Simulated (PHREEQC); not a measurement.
Nickel, zinc or cadmium bath

Solution (29 °C): 0.025 mmol/kgw CdCl2 and 1.1 mmol/kgw MnSO4. Closed to the air; pH follows from the charge balance.

Model: ion-association model, phreeqc.dat, run in PHREEQC.

No solid was allowed to form.

Estimate the pH, ionic strength.

pH 6.70; ionic strength 0.00402 mol/kgw.

In which forms is Mn present?

Mn+2 90 %, MnSO4 9.9 % of the Mn.
